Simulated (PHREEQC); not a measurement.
Consider water at 70 °C with 45 mmol/kgw NH4HSO4. Closed to the air; pH follows from the charge balance.

All values are PHREEQC results (ion-association model, phreeqc.dat), not measurements.

Each row changes one thing in this solution. This is a speciation only: nothing precipitates in the calculation.

```tsv
case	pH	ionic strength (mol/kgw)	HSO4- (mol/kgw)	SO4-2 (mol/kgw)
as made	1.86	0.0729	0.0283	0.0139
temperature from 70 to 10 °C	1.65	0.0901	0.0180	0.0225
NH4HSO4 from 0.045 to 0.45 mol/kgw	1.11	0.574	0.345	0.0619
diluted 10-fold with water	2.58	0.0101	0.00160	0.00280
NH4HSO4 replaced by Fe2(SO4)3 at the same molality	2.42	0.191	0.0161	0.0378
NH4HSO4 from 0.045 to 0.009 mol/kgw	2.36	0.0183	0.00404	0.00467
diluted 5-fold with water	2.36	0.0183	0.00404	0.00467
```

Some of these states are supersaturated (in Hematite (slow to form), Goethite (slow to form), for instance). At this temperature some constants are extrapolated from 25 °C, and those without enthalpy data are left unchanged.
